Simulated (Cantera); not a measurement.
# Diamond growth

A diamond (100) surface in a fixed gas of H2 with x(CH4) = 0.028, x(H) = 0.0003, at 1075 K, 0.0217 atm; coverages are run to steady state.

Computed with Cantera and the Harris–Goodwin 1993 mechanism for the reconstructed diamond (100) surface.

| x(CH3) | growth (µm/h) | θ c6HH | θ c6H* | θ c6*H | θ c6** | θ c6HM |
|---|---|---|---|---|---|---|
| 1e-06 | 0.00179 | 0.559 | 0.0241 | 0.406 | 0.0105 | 0.000124 |
| 2.3e-06 | 0.00411 | 0.559 | 0.0241 | 0.406 | 0.0105 | 0.000284 |
| 5.5e-06 | 0.00981 | 0.559 | 0.0241 | 0.406 | 0.0104 | 0.000679 |
| 1.3e-05 | 0.0231 | 0.558 | 0.0241 | 0.405 | 0.0104 | 0.00160 |
| 3e-05 | 0.0529 | 0.556 | 0.0240 | 0.404 | 0.0102 | 0.00367 |
| 7.1e-05 | 0.123 | 0.552 | 0.0238 | 0.401 | 0.00993 | 0.00857 |
| 0.00017 | 0.283 | 0.543 | 0.0234 | 0.393 | 0.00925 | 0.0199 |
| 0.00039 | 0.599 | 0.524 | 0.0225 | 0.378 | 0.00800 | 0.0427 |
| 0.00091 | 1.19 | 0.487 | 0.0208 | 0.350 | 0.00596 | 0.0877 |
θ: site fractions in the mechanism's names (c6HH fully hydrogenated, c6H* and c6*H radical sites, c6** diradical, c6HM methylated).
